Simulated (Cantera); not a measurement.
A perfectly stirred reactor is fed with C₂H₆ : H₂ = 1 : 47 (molar parts), at 0.132 atm; it is held at 1500 K, and followed from long to short residence time.

Detailed kinetics in Cantera: GRI-Mech 3.0 (53 species, 325 reactions). GRI-Mech 3.0 stops at C3 and has no aromatics, soot or wall deposition, so with more carbon than oxygen in the feed, carbon stays in small species such as C2H2 where larger ones or solid carbon would form.

| quantity | before | after |
|---|---|---|
| x(C₂H₆) at τ = 1.30 s | 1.48e-5 | 2.45e-6 |
| x(H₂) at τ = 1.30 s | 0.973 | 0.974 |
| x(C₂H) at τ = 1.30 s | 2.41e-9 | 2.60e-8 |
| x(CH₄) at τ = 1.30 s | 0.0133 | 0.0109 |
| x(C₂H₂) at τ = 1.30 s | 0.0130 | 0.0146 |
| x(C₂H₆) at τ = 25.0 ms | 0.000277 | 6.48e-5 |
| x(H₂) at τ = 25.0 ms | 0.972 | 0.970 |
| x(C₂H) at τ = 25.0 ms | 6.03e-9 | 4.15e-8 |
| x(CH₄) at τ = 25.0 ms | 0.0141 | 0.0173 |
| x(C₂H₂) at τ = 25.0 ms | 0.0106 | 0.0110 |

Question: What was changed between the two runs?
A) temperature 1500 to 1000 K
B) temperature 1500 to 1675 K
C) H2 47 to 92 parts
D) temperature 1500 to 1825 K

Answer: B, temperature 1500 to 1675 K
